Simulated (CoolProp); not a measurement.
Vapour-liquid equilibrium of hydrogen sulfide (1) + propane (2) at 2060 kPa; x and y are mole fractions of (1).

Values from CoolProp's multi-fluid Helmholtz-energy mixture model, Lemmon 2006 and Lemmon 2009; pair parameters Kunz 2012.

| x | bubble temperature, mixture model (K) | bubble temperature, Raoult's law (K) | y, mixture model | y, Raoult's law |
|---|---|---|---|---|
| 0.05 | 326.3 | 329.4 | 0.117 | 0.098 |
| 0.15 | 317.2 | 324.8 | 0.305 | 0.268 |
| 0.25 | (withheld) | 320.7 | 0.441 | 0.409 |
| 0.35 | 306.1 | 317.0 | (withheld) | 0.529 |
| 0.45 | (withheld) | 313.6 | 0.615 | 0.631 |
| 0.55 | (withheld) | 310.4 | (withheld) | 0.719 |
| 0.65 | (withheld) | 307.6 | 0.732 | 0.796 |
| 0.75 | 298.0 | 304.9 | 0.787 | 0.863 |
| 0.85 | (withheld) | 302.4 | 0.850 | 0.923 |
| 0.95 | 298.2 | 300.1 | 0.938 | 0.976 |

Complete the blanks.


- 0.25, bubble temperature, mixture model (K): 310.7
- 0.35, y, mixture model: 0.539
- 0.45, bubble temperature, mixture model (K): 302.8
- 0.55, bubble temperature, mixture model (K): 300.5
- 0.55, y, mixture model: 0.677
- 0.65, bubble temperature, mixture model (K): 298.9
- 0.85, bubble temperature, mixture model (K): 297.6

The largest gap from Raoult's law is -10.9 K in bubble temperature, at x = 0.35. y crosses x between x = 0.85 and 0.95: the model has an azeotrope there.

Pair parameters are fitted to limited data, so mixtures are less certain than the pure fluids.
